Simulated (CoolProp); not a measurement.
Water at 484.25 K and 0.914 MPa is compressed adiabatically to 3.6 MPa with isentropic efficiency 0.6. Each further row changes one setting.

The numbers come from the reference Helmholtz-energy equation of state, Wagner 2002 in CoolProp.

```csv
case,work (kJ/kg),final temperature (K),final density (kg/m³)
as stated,572,764.8,10.5
efficiency 1,343,665.1,12.4
efficiency 0.65,528,745.4,10.8
```
